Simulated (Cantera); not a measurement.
A perfectly stirred reactor is fed with CH₄ : CO₂ = 1 : 1.8 (molar parts), at 0.250 bar; it is held at 1550 K, and followed from long to short residence time.

Cantera simulation using GRI-Mech 3.0 (53 species, 325 reactions); the numbers are that mechanism's predictions, not measurements.

x: mole fraction; the columns are a selection and need not sum to one.

| τ (s) | x CH₄ | x CO₂ | x CH₂CO | x C₂H | x CH₃ | x O |
|---|---|---|---|---|---|---|
| 1.1 | 0.106 | 0.326 | [?] | 2.35e-8 | 0.000239 | 1.60e-11 |
| 0.38 | 0.184 | 0.459 | [?] | 1.55e-8 | 0.000347 | 1.15e-11 |
| 0.13 | 0.262 | 0.566 | [?] | 7.89e-9 | 0.000454 | 7.09e-12 |
| 0.043 | 0.315 | 0.619 | [?] | 3.04e-9 | 0.000544 | 3.74e-12 |
| 0.014 | 0.343 | 0.637 | [?] | 6.42e-10 | 0.000554 | 1.42e-12 |
| 0.0048 | 0.354 | 0.642 | [?] | 6.83e-11 | 0.000433 | <1e-12 |
| 0.0016 | 0.356 | 0.643 | 6.39e-11 | 4.67e-12 | 0.000264 | <1e-12 |
| 0.00054 | 0.357 | 0.643 | 1.97e-12 | <1e-12 | 0.000134 | <1e-12 |

### Question
Some entries are withheld; supply them.

### Answer

- 1.1, x CH₂CO: 4.80e-5
- 0.38, x CH₂CO: 2.39e-5
- 0.13, x CH₂CO: 6.50e-6
- 0.043, x CH₂CO: 1.03e-6
- 0.014, x CH₂CO: 6.80e-8
- 0.0048, x CH₂CO: 2.39e-9
